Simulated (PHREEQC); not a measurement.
Solution (25 °C): 32 mmol/kgw NH3, 0.6 mmol/kgw Na2SiO3 and 10 mmol/kgw K2CO3. Closed to the air; pH follows from the charge balance.

The numbers come from PHREEQC with the ion-association model, phreeqc.dat.

This is a speciation only: nothing precipitates in the calculation.

### Question
Order these Si species by the share of Si that they hold, largest first: H3SiO4-, H4SiO4, H2SiO4-2.

### Answer
H3SiO4- (95 %), H4SiO4 (3.5 %), H2SiO4-2 (1.6 %)

### Question
Order these C species by the share of C that they hold, largest first: HCO3-, CO3-2, NaCO3-.

### Answer
CO3-2 (91 %), HCO3- (7.9 %), NaCO3- (1.00 %)

The pH is 11.19 and the ionic strength 0.0307 mol/kgw.
